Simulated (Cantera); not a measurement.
A closed system holds: 1 mol n-butane, 0.37 mol NH₃, 16 mol H₂, equilibrated at 3100000 Pa.

These are equilibrium values from Cantera (NASA tables, ideal gas, pure condensed phases), not measurements of a reactor. Candidate condensed phases: C, C₆H₆, C₇H₈, C₈H₁₈; 92 gas species. The ideal-gas law is rough above about 30 bar. Kinetics and transport are ignored.

x: gas mole fraction; n: condensed amount in mol.

| T (°C) | x H₂ | x CH₄ | x N₂ | x C₂H₂ (acetylene) | x HCN | x NH₃ | x H | n C(graphite) |
|---|---|---|---|---|---|---|---|---|
| 675 | 0.763 | 0.226 | 0.00960 | 1.05e-12 | 1.34e-8 | 0.00169 | [?] | 0 |
| 775 | 0.763 | 0.226 | 0.00999 | 1.38e-10 | 2.02e-7 | 0.000888 | [?] | 0 |
| 875 | 0.764 | 0.226 | 0.0102 | 7.79e-9 | 1.89e-6 | 0.000514 | [?] | 0 |
| 975 | 0.779 | 0.210 | 0.0101 | 1.90e-7 | 1.10e-5 | 0.000331 | [?] | 0.225 |
| 1075 | 0.857 | 0.133 | 0.00950 | 1.03e-6 | 2.89e-5 | 0.000247 | [?] | 1.45 |
| 1175 | 0.906 | 0.0848 | 0.00911 | 4.30e-6 | 6.57e-5 | 0.000186 | [?] | 2.30 |
| 1275 | 0.935 | 0.0556 | 0.00884 | 1.47e-5 | 0.000133 | 0.000142 | [?] | 2.85 |
| 1375 | 0.953 | 0.0377 | 0.00865 | 4.26e-5 | 0.000248 | 0.000111 | [?] | 3.20 |
| 1475 | 0.964 | 0.0265 | 0.00847 | 0.000109 | 0.000427 | 8.81e-5 | [?] | 3.42 |
| 1575 | 0.971 | 0.0193 | 0.00828 | 0.000250 | 0.000691 | 7.15e-5 | [?] | 3.56 |
| 1675 | 0.975 | 0.0144 | 0.00804 | 0.000526 | 0.00106 | 5.88e-5 | [?] | 3.64 |
| 1775 | 0.978 | 0.0111 | 0.00776 | 0.00103 | 0.00154 | 4.90e-5 | [?] | 3.67 |
| 1875 | 0.979 | 0.00876 | 0.00740 | 0.00187 | 0.00216 | 4.12e-5 | [?] | 3.67 |
| 1975 | 0.978 | 0.00704 | 0.00697 | 0.00324 | 0.00290 | 3.49e-5 | [?] | 3.63 |

Q: Complete the blanks.

A: 
- 675, x H: 8.23e-11
- 775, x H: 1.21e-9
- 875, x H: 1.12e-8
- 975, x H: 7.41e-8
- 1075, x H: 3.85e-7
- 1175, x H: 1.58e-6
- 1275, x H: 5.35e-6
- 1375, x H: 1.56e-5
- 1475, x H: 4.03e-5
- 1575, x H: 9.38e-5
- 1675, x H: 0.000200
- 1775, x H: 0.000398
- 1875, x H: 0.000740
- 1975, x H: 0.00130
